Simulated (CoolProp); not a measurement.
Properties of n-perfluorohexane along the isotherm 450 K.

The numbers come from the reference Helmholtz-energy equation of state, Gao 2022 in CoolProp.

| p (kPa) | phase | density (kg/m³) | cp (kJ/(kg K)) | cv (kJ/(kg K)) | expansivity (1/kK) |
|---|---|---|---|---|---|
| 8.26 | gas | 0.7475 | 1.007 | 0.9826 | 2.235 |
| 13.3 | gas | 1.205 | 1.008 | 0.9826 | 2.243 |
| 21.6 | gas | 1.960 | 1.008 | 0.9828 | 2.256 |
| 34.8 | gas | 3.166 | 1.008 | 0.9829 | 2.278 |
| 56.3 | gas | 5.144 | 1.009 | 0.9832 | 2.313 |
| 90.9 | gas | 8.365 | 1.011 | 0.9837 | 2.372 |
| 147 | gas | 13.69 | 1.013 | 0.9846 | 2.473 |
| 237 | gas | 22.51 | 1.018 | 0.9860 | 2.649 |
| 383 | gas | 37.63 | 1.026 | 0.9884 | 2.982 |
| 619 | gas | 64.69 | 1.043 | 0.9930 | 3.694 |
| 1000 | gas | 118.5 | 1.092 | 1.003 | 5.717 |
| 1620 | gas | 287.2 | 1.583 | 1.037 | 25.58 |
| 2610 | supercritical | 1028 | 1.439 | 1.044 | 10.24 |
